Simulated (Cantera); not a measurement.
Input: 1 mol Si₂H₆, 0.35 mol Cl₂, 930 mol H₂, 0.17 mol HCl, held at 948.15 K and 0.0100 bar.

Cantera equilibrium calculation (NASA polynomials, part measured and part estimated; ideal gas, pure solids and liquids). Candidate condensed phases: Si; 19 gas species. The feed counts by its element totals alone. Rates play no part.

Base state: H₂ 0.999, HCl 0.000924 (mole fractions); condensed: Si(s).

### Question
What changes in the equilibrium state with this change: temperature from 948.15 K to 1698 K?

### Answer
```json
[
 {"species": "H₂", "before": "0.999", "after": "0.998"},
 {"species": "H", "before": "5.26e-9", "after": "0.00144"},
 {"species": "HCl", "before": "0.000924", "after": "0.000923"},
 {"species": "Si", "before": "<1e-9", "after": "6.57e-5"},
 {"species": "SiH₂", "before": "<1e-9", "after": "1.39e-5"},
 {"species": "SiH", "before": "<1e-9", "after": "1.02e-5"},
 {"species": "Si(s), mol", "before": "2.00", "after": "0"},
 {"species": "Si(l), mol", "before": "0", "after": "1.91"}
]
```
Gases not in the tables: Si₂H₆ and higher silanes.
